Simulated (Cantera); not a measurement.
A closed system holds: 1 mol B2O3, 92 mol H2, 0.47 mol O2, at 10.0 Torr.

Equilibrium computed with Cantera from the NASA thermochemical tables; the gas is ideal and each condensed phase is pure. Candidate condensed phases: B, B2O3, B3O3H3, H2O; 23 gas species. Gases not in the tables: H3BO3. Kinetics and transport are ignored. All values below are at 975 K.

Base state: H2 0.990, H2O 0.0102, HBO2 1.34e-5 (mole fractions); condensed: B2O3(l).

Problem. What changes in the equilibrium state with this change: B2O3 replaced by BF3?

Solution. 
```tsv
species	before	after
H2	0.990	0.977
HF	0	0.0107
BF3	0	0.00647
H2O	0.0102	0.00472
B3O3F3	0	0.000658
BOF	0	8.97e-5
HBO2	1.34e-5	9.11e-6
B2O3(l), mol	0.999	0.102
```
